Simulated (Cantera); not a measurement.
**Adiabatic ignition**

An adiabatic, constant-pressure homogeneous reactor starts with 21.2 % CO, 13.1 % H2, 1.53 % CH4, 13.5 % O2, 50.7 % N2, equivalence ratio 1.5, at 1725 K and 29.0 bar.

Cantera simulation using GRI-Mech 3.0 (53 species, 325 reactions); the numbers are that mechanism's predictions, not measurements. The pressure lies above the range GRI-Mech 3.0 was tuned for (to about 10 atm). Above 3000 K some thermodynamic fits are extrapolated.

```
t (s)     T (K)   x CO    x H2     x CH4   x CH2O    x HO2    x HCO     x CH2
--------  -----  -----  ------  --------  -------  -------  -------  --------
7.00e-6    3187  0.145  0.0253  5.06e-12  4.36e-8  1.22e-5  2.16e-6  1.66e-11
1.70e-5    3179  0.146  0.0257  5.39e-12  4.44e-8  1.14e-5  2.16e-6  1.66e-11
4.14e-5    3170  0.147  0.0261  5.74e-12  4.52e-8  1.06e-5  2.15e-6  1.66e-11
0.000101   3168  0.147  0.0262  5.84e-12  4.54e-8  1.04e-5  2.15e-6  1.66e-11
0.000245   3168  0.147  0.0262  5.84e-12  4.54e-8  1.04e-5  2.15e-6  1.66e-11
0.000596   3168  0.147  0.0262  5.84e-12  4.54e-8  1.04e-5  2.15e-6  1.66e-11
0.00145    3168  0.147  0.0262  5.84e-12  4.54e-8  1.04e-5  2.15e-6  1.66e-11
0.00352    3168  0.147  0.0262  5.84e-12  4.54e-8  1.04e-5  2.15e-6  1.66e-11
0.00857    3168  0.147  0.0262  5.84e-12  4.54e-8  1.04e-5  2.15e-6  1.66e-11
0.0209     3168  0.147  0.0262  5.84e-12  4.54e-8  1.04e-5  2.15e-6  1.66e-11
0.0507     3168  0.147  0.0262  5.84e-12  4.54e-8  1.04e-5  2.15e-6  1.66e-11
0.123      3168  0.147  0.0262  5.84e-12  4.54e-8  1.04e-5  2.15e-6  1.66e-11
0.300      3168  0.147  0.0262  5.84e-12  4.54e-8  1.04e-5  2.15e-6  1.66e-11
```
x: mole fraction; the columns are a selection and need not sum to one.

The time of steepest temperature rise is 0.553 µs and the temperature at 0.300 s is 3168 K. The equilibrium temperature is 3168 K and the x(CO) at 0.300 s comes out as 0.147 (gas-phase equilibrium 0.147). The x(H2) at 0.300 s is 0.0262 (gas-phase equilibrium 0.0262) and the x(CH4) at 0.300 s comes out as 5.84e-12 (gas-phase equilibrium 7.02e-12).
